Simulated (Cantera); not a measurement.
Cantera run:

```python
import numpy as np
import cantera as ct

gas_names = """
    Fe FeO Fe(OH)2 H HO2 H2 H2O H2O2 O OH O2 O3
""".split()
cond_names = """
    Fe(a) Fe(c) Fe(d) Fe(L) FeO(s) FeO(L) Fe(OH)2(s) Fe(OH)3(s) Fe2O3(s) Fe3O4(s) H2O(s) H2O(L)
""".split()


# ... load() reads the species with a 1 bar reference pressure and builds the phases ...
atoms = {
    'Fe2O3': {'Fe': 2, 'O': 3},
    'H2': {'H': 2},
}
top_T = {'Fe2O3(s)': 1830, 'Fe3O4(s)': 1870}  # K; cautious upper limits of use, not melting points


# ... equilibrate(T, P, feed) seeds the gas with the atoms and calls Mixture.equilibrate('TP', solver="vcs", rtol=1e-11, max_steps=5000) ...
results = []
feed = {'Fe2O3': 1, 'H2': 41}  # mol
T = 1173  # K
P = 6700  # Pa
mix = equilibrate(T, P, feed)
results.append((T, P, feed, dict(zip(mix.species_names, mix.species_moles))))
x = sorted(zip(gas.X, gas.species_names), reverse=True)
print(f"T = {T:g} K  P = {P:g} Pa  gas = {mix.phase_moles(0):.4g} mol")
print("   x: " + "  ".join(f"{s} {v:.3e}" for v, s in x if v > 0.0001))
print("   condensed (mol): " + ("  ".join(f"{mix.phase(i).name} {mix.phase_moles(i):.4g}"
      for i in range(1, mix.n_phases) if mix.phase_moles(i) > 1e-12) or "none"))
```

Output:

```
T = 1173 K  P = 6700 Pa  gas = 41 mol
   x: H2 9.268e-01  H2O 7.317e-02
   condensed (mol): Fe(a) 2
```

These are equilibrium values from Cantera (NASA tables, ideal gas, pure condensed phases), not measurements of a reactor.
